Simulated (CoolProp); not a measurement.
Vapour-liquid equilibrium of dimethyl ether (1) + 1-butene (2) at 288.8 K; x and y are mole fractions of (1).

Model: multi-fluid Helmholtz-energy mixture model, Wu 2011 and Lemmon 2005; pair parameters Bell 2016, in CoolProp.

Problem. Give the bubble pressure and the first vapour's composition at x = 0.05, 0.425, 0.725. Is there an azeotrope?

Solution. x = 0.05: 238.0 kPa, y = 0.110; x = 0.425: 340.4 kPa, y = 0.595; x = 0.725: 401.4 kPa, y = 0.816. No azeotrope shows between x = 0.05 and 0.95.

Pair parameters are fitted to limited data, so mixtures are less certain than the pure fluids.
